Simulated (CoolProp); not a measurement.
A closed Brayton cycle with carbon dioxide: compressor inlet 318.15 K and 9.8 MPa, high pressure 32.5 MPa, turbine inlet 945 K, compressor efficiency 0.89, turbine efficiency 0.85, recuperator effectiveness 0.95 (on enthalpy, no pinch check). Each further row changes one setting.

Computed with CoolProp (reference Helmholtz-energy equation of state, Span 1996).

```csv
case,thermal efficiency (%),net work (kJ/kg),compressor to turbine work,compressor exit (K),turbine exit (K)
as stated,41.0,128,0.25,379.0,797.7
turbine inlet 895 K,39.4,118,0.27,379.0,752.5
compressor inlet 328.15 K,39.4,114,0.34,416.4,797.7
high pressure 27.6 MPa,39.9,114,0.23,370.2,817.0
recuperator effectiveness 0.5,23.9,128,0.25,379.0,797.7
```
